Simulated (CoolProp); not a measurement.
Vapour-liquid equilibrium of C2F6 (R116) (1) + R134a (2) at 210.2 K; x and y are mole fractions of (1).

Values from CoolProp's multi-fluid Helmholtz-energy mixture model, Lemmon 2006 and Tillner-Roth 1994; pair parameters Bell 2016.

Give the bubble pressure and the first vapour's composition at x = 0.275, 0.65, 0.8. Is there an azeotrope?

x = 0.275: 0.1665 MPa, y = 0.930; x = 0.65: 0.1852 MPa, y = 0.941; x = 0.8: 0.1930 MPa, y = 0.951. No azeotrope shows between x = 0.05 and 0.95.

The pair parameters rest on a limited set of measurements; away from them the model extrapolates. With so large a gap from Raoult's law the liquid may split in two, which this calculation doesn't test in full.
